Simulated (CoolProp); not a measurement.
Vapour-liquid equilibrium of cis-2-butene (1) + acetone (2) at 0.0187 MPa; x and y are mole fractions of (1).

Computed with CoolProp (multi-fluid Helmholtz-energy mixture model, Lemmon 2005 and Lemmon 2006; pair parameters Bell 2016).

Task: Give the bubble temperature and the first vapour's composition at x = 0.15, 0.25, 0.55. Is there an azeotrope?

Result: x = 0.15: 253.2 K, y = 0.862; x = 0.25: 246.8 K, y = 0.915; x = 0.55: 242.3 K, y = 0.945. No azeotrope shows between x = 0.05 and 0.95.

Pair parameters are fitted to limited data, so mixtures are less certain than the pure fluids. With so large a gap from Raoult's law the liquid may split in two, which this calculation doesn't test in full.
